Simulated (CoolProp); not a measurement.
The numbers come from the reference Helmholtz-energy equation of state, Setzmann 1991 in CoolProp.

Task: Give the vapour pressure (MPa), liquid density (kg/m³), vapour density (kg/m³), liquid cp (kJ/(kg K)) of saturated methane at 139.7, 145.4 K.

Result: 
| T (K) | p (MPa) | liquid density (kg/m³) | vapour density (kg/m³) | liquid cp (kJ/(kg K)) |
|---|---|---|---|---|
| 139.7 | 0.631 | 377 | 10.0 | 3.81 |
| 145.4 | 0.839 | 367 | 13.2 | 3.93 |
